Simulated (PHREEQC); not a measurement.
Make-up at 95 °C: 0.0077 mol HF, 0.0066 mol NH4HF2 and 7.9e-05 mol H2SiF6 per kg of water. Closed to the air; pH follows from the charge balance.

Equilibrium calculation in PHREEQC: ion-association model, phreeqc.dat.

```
quantity                    before     after
------------------------  --------  --------
pH                            3.42      3.63
ionic strength (mol/kgw)   0.00709  0.000902
HF (mol/kgw)                0.0137   0.00123
F- (mol/kgw)               0.00651  0.000897
HF2- (mol/kgw)            0.000361   4.46e-6
H4SiO4 (mol/kgw)           6.79e-6   7.90e-6
SI of Quartz (SiO2)          -2.02     -1.96
```

Problem. Name the change that produced these shifts.
(A) H2SiF6 from 7.9e-05 to 0.00079 mol/kgw
(B) diluted 100-fold with water
(C) diluted 10-fold with water
(D) HF from 0.0077 to 0.00385 mol/kgw

Solution. C, diluted 10-fold with water

No solid was allowed to form. Constants without temperature data keep their 25 °C values here. SiF6-2 is the database's only silicon fluoride.
